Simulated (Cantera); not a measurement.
An isothermal, constant-pressure homogeneous reactor starts with C2H6 : N2 : H2O = 1 : 11 : 0.24 (molar parts), at 1248 K and 0.0267 bar.

Cantera simulation using GRI-Mech 3.0 (53 species, 325 reactions); the numbers are that mechanism's predictions, not measurements. GRI-Mech 3.0 stops at C3 and has no aromatics, soot or wall deposition, so with more carbon than oxygen in the feed, carbon stays in small species such as C2H2 where larger ones or solid carbon would form. Radical loss at walls, strong at low pressure, is not modelled.

### Question
Predict: x(C2H6) at 2.00 s; x(H2) at 2.00 s; x(C2H2) at 2.00 s; x(CH3) at 2.00 s; x(CH4) at 2.00 s.

### Answer
| Item | Value |
|---|---|
| x(C2H6) at 2.00 s | 1.04e-5 (gas-phase equilibrium 2.54e-7) |
| x(H2) at 2.00 s | 0.0922 (gas-phase equilibrium 0.154) |
| x(C2H2) at 2.00 s | 0.0363 (gas-phase equilibrium 0.0295) |
| x(CH3) at 2.00 s | 4.16e-6 (gas-phase equilibrium 8.78e-7) |
| x(CH4) at 2.00 s | 0.0176 (gas-phase equilibrium 0.00618) |
